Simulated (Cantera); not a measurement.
Charge: 1 mol Cu, 0.11 mol CO, 5.6 mol N₂, at 1023.15 K and 9.00 Torr.

Method: chemical equilibrium by Gibbs-energy minimisation in Cantera with the NASA 1993 tables (ideal gas, pure condensed phases). Candidate condensed phases: C, Cu, CuO, Cu₂O; 27 gas species. Equilibrium is a limit: real reactors are often held back by kinetics, nucleation or transport.

Base state: N₂ 0.981, CO 0.0193 (mole fractions); condensed: Cu(s).

### Question
What changes in the equilibrium state with this change: Cu replaced by Al?

### Answer
```
species           before    after
----------------  ------  -------
N₂                 0.981    1.000
CO                0.0193  4.91e-5
Cu(s), mol          1.00        0
AlN(s), mol            0    0.927
Al₂O₃(s), mol          0   0.0366
C(graphite), mol       0    0.110
```
Mutual solubility and eutectic melting of coexisting phases are not modelled. Further candidate phases: Al, AlN, Al₂O₃.
